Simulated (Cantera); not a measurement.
A closed system holds: 1 mol CaO, 1.2 mol O2, 0.9 mol N2, 1.7 mol H2S, at 0.360 bar.

Method: chemical equilibrium by Gibbs-energy minimisation in Cantera with the NASA 1993 tables (ideal gas, pure condensed phases). Candidate condensed phases: Ca, CaO, Ca(OH)2, CaS, CaSO4, H2O, H2SO4, S; 41 gas species. Mutual solubility and eutectic melting of coexisting phases are not modelled. The numbers say what is thermodynamically allowed, not how fast it happens.

### Question
At 1650 K, list the 7 most abundant gas species with their mole fractions, and the condensed phases.

### Answer
H2O 0.450, N2 0.259, SO2 0.226, H2 0.0348, S2 0.0187, H2S 0.00535, SO 0.00471. Condensed: CaO(s) + CaS(s).
